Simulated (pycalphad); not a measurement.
Source of the numbers: pycalphad with the COST 507 light-alloy database (1999); pressure 1 atm. The database dates from 1999; later assessments differ in places, in temperatures and in the compounds included. Kinetics are ignored, which matters at the lower temperatures.

## Y-0.97Si (at.%): equilibrium cooling sequence

```json
[
 {"T (K)": "1773.5", "phases above": "LIQUID", "phases below": "BCC_A2 + LIQUID"},
 {"T (K)": "1752.0", "phases above": "BCC_A2 + LIQUID", "phases below": "HCP_A3 + LIQUID"},
 {"T (K)": "1528.0", "phases above": "HCP_A3 + LIQUID", "phases below": "HCP_A3 + SI3Y5"}
]
```

Changes were sought between steps of 100 K, so a narrower field can be missed.

Database names, with the compositions (at.%) that they take in these runs: SI3Y5: Y 62 Si 37. BCC_A2 is bcc; HCP_A3 is hcp.
